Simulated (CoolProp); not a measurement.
Vapour-liquid equilibrium of C2F6 (R116) (1) + propane (2) at 274 kPa; x and y are mole fractions of (1).

Computed with CoolProp (multi-fluid Helmholtz-energy mixture model, Lemmon 2006 and Lemmon 2009; pair parameters Bell 2016).

```json
[
 {"x": "0.05", "bubble temperature, mixture model (K)": "236.6", "bubble temperature, Raoult's law (K)": "252.1", "y, mixture model": "0.531", "y, Raoult's law": "0.185"},
 {"x": "0.2", "bubble temperature, mixture model (K)": "220.3", "bubble temperature, Raoult's law (K)": "241.9", "y, mixture model": "…", "y, Raoult's law": "0.534"},
 {"x": "0.35", "bubble temperature, mixture model (K)": "…", "bubble temperature, Raoult's law (K)": "234.4", "y, mixture model": "0.809", "y, Raoult's law": "0.722"},
 {"x": "0.5", "bubble temperature, mixture model (K)": "218.2", "bubble temperature, Raoult's law (K)": "228.6", "y, mixture model": "…", "y, Raoult's law": "0.834"},
 {"x": "0.65", "bubble temperature, mixture model (K)": "…", "bubble temperature, Raoult's law (K)": "223.9", "y, mixture model": "0.830", "y, Raoult's law": "0.906"},
 {"x": "0.8", "bubble temperature, mixture model (K)": "216.7", "bubble temperature, Raoult's law (K)": "220.1", "y, mixture model": "0.870", "y, Raoult's law": "0.956"},
 {"x": "0.95", "bubble temperature, mixture model (K)": "215.9", "bubble temperature, Raoult's law (K)": "216.8", "y, mixture model": "0.956", "y, Raoult's law": "0.991"}
]
```

Problem. What belongs in the gaps?

Solution. 
- 0.2, y, mixture model: 0.787
- 0.35, bubble temperature, mixture model (K): 218.5
- 0.5, y, mixture model: 0.814
- 0.65, bubble temperature, mixture model (K): 217.6

The largest gap from Raoult's law is -21.6 K in bubble temperature, at x = 0.2. No azeotrope shows between x = 0.05 and 0.95.

Pair parameters are fitted to limited data, so mixtures are less certain than the pure fluids. With so large a gap from Raoult's law the liquid may split in two, which this calculation doesn't test in full.
